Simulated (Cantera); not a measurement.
Input: 1 mol TiC, 0.93 mol H₂, at 2848 K and 48.0 Torr.

Method: chemical equilibrium by Gibbs-energy minimisation in Cantera with the NASA 1993 tables (ideal gas, pure condensed phases). Candidate condensed phases: C, C₆H₆, C₇H₈, C₈H₁₈, Ti, TiC; 77 gas species. TiC: taken at fixed stoichiometry. Kinetics and transport are ignored.

Base state: H₂ 0.679, H 0.315, Ti 0.00420, C₂H₂ (acetylene) 0.00191, C₂H 0.000121, C 4.63e-5, C₃ 1.70e-5 (mole fractions); condensed: TiC(s).

### Question
What changes in the equilibrium state with this change: temperature from 2848 K to 2700 K?

### Answer
```csv
species,before,after
H₂,0.679,0.797
H,0.315,0.201
Ti,0.00420,0.00138
C₃,1.70e-5,9.08e-7
C,4.63e-5,6.21e-6
C₂H,0.000121,1.77e-5
C₂H₂ (acetylene),0.00191,0.000662
"TiC(s), mol",0.995,0.999
```
